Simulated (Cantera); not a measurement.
A closed system holds: 1 mol Si, 1.5 mol HCl, 4.5 mol H₂, equilibrated at 875 K and 1300000 Pa.

Method: chemical equilibrium by Gibbs-energy minimisation in Cantera with the NASA 1993 tables (ideal gas, pure condensed phases). Candidate condensed phases: Si; 19 gas species. The tables' values for SiCl₃ are old estimates; treat these amounts as uncertain. Equilibrium is a limit: real reactors are often held back by kinetics, nucleation or transport.

Base state: H₂ 0.917, SiHCl₃ 0.0452, SiCl₄ 0.0302, SiH₂Cl₂ 0.00618, HCl 0.00134, SiH₃Cl 0.000203, SiCl₃ 3.62e-5 (mole fractions); condensed: Si(s).

**Question.** What changes in the equilibrium state with this change: pressure from 1300000 Pa to 38000 Pa?

**Answer.** 
| species | before | after |
|---|---|---|
| H₂ | 0.917 | 0.923 |
| SiCl₄ | 0.0302 | 0.0461 |
| SiHCl₃ | 0.0452 | 0.0257 |
| SiH₃Cl | 0.000203 | 1.61e-5 |
| SiCl₂ | 2.50e-6 | 1.81e-5 |
| SiH₂Cl₂ | 0.00618 | 0.00131 |
| SiCl₃ | 3.62e-5 | 0.000120 |
| HCl | 0.00134 | 0.00362 |
| Si(s), mol | 0.546 | 0.590 |

**Question.** What changes in the equilibrium state with this change: temperature from 875 K to 1223 K?

**Answer.** 
```
species       before     after
----------  --------  --------
H₂             0.917     0.903
SiHCl₃        0.0452    0.0380
SiCl₄         0.0302    0.0279
HCl          0.00134    0.0205
SiCl₂        2.50e-6   0.00113
SiCl₃        3.62e-5   0.00199
SiH₃Cl      0.000203  0.000343
SiH₂Cl₂      0.00618   0.00688
Si(s), mol     0.546     0.574
```
